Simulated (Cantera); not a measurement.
Input: 1 mol B₂O₃, 7.7 mol N₂, 61 mol H₂, 2.9 mol H₂O, at 1398 K and 158 Torr.

Cantera equilibrium calculation (NASA polynomials, part measured and part estimated; ideal gas, pure solids and liquids). Candidate condensed phases: B, BN, B₂O₃, B₃O₃H₃, H₂O; 39 gas species. Gases not in the tables: H₃BO₃. Equilibrium is a limit: real reactors are often held back by kinetics, nucleation or transport.

### Question
What is the equilibrium state?

### Answer
| Item | Result |
|---|---|
| x(H₂) | 0.850 |
| x(N₂) | 0.107 |
| x(H₂O) | 0.0384 |
| x(HBO₂) | 0.00392 |
| x(HBO) | 2.40e-5 |
| x((HBO₂)₃) | 2.11e-5 |
| x(B₂O₃) | 1.09e-5 |
| x(H) | 9.52e-6 |
| x(NH₃) | 4.65e-6 |
| n(B₂O₃(l)) | 0.856 mol |
| gas amount | 71.74 mol |
| log10 activity of B(s) (absent) | -5.88 |
| log10 activity of B₃O₃H₃(s) (absent) | -13.11 |
